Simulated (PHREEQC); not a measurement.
Consider water at 60 °C and 50 atm with 0.000468 mol/kgw Li2CO3. Closed to the air; pH follows from the charge balance.

Equilibrium calculation in PHREEQC: ion-association model, phreeqc.dat.

Precipitation was switched off in this run.

**Question.** Estimate the pH.

**Answer.** pH 9.54.

**Question.** In which forms is C present?

**Answer.** HCO3- 77 %, CO3-2 23 % of the C.

Complexes and solids missing from the database can't appear. Under pressure, the constants of complexes without a molar volume in the database are unreliable. Constants without temperature data keep their 25 °C values here.
